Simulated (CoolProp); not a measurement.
Acetone at several states: Z from the reference equation and from simpler models built on Tc = 235.0 °C, pc = 4.692 MPa, ω = 0.307; each cubic takes its own stable root.

Model: reference Helmholtz-energy equation of state, Lemmon 2006, in CoolProp. It is a short technical equation, of lower accuracy than the large ones.

| T (°C) | p (MPa) | phase | reference | van der Waals | Redlich-Kwong | Soave-Redlich-Kwong |
|---|---|---|---|---|---|---|
| 27.95 | 1.49 | liquid | 0.04416 | [?] | 0.05850 | 0.05645 |
| 34.25 | 14.3 | liquid | 0.4121 | 0.7760 | 0.5396 | 0.5246 |
| 54.45 | 7.16 | liquid | 0.2010 | [?] | 0.2649 | 0.2557 |
| 26.55 | 4.51 | liquid | [?] | 0.2575 | 0.1763 | [?] |
| 64.25 | 1.26 | liquid | 0.03521 | 0.06847 | 0.04693 | 0.04493 |

Question: Fill in the missing entries.

Answer: 
- 27.95, van der Waals: 0.08600
- 54.45, van der Waals: 0.3819
- 26.55, reference: 0.1335
- 26.55, Soave-Redlich-Kwong: 0.1706
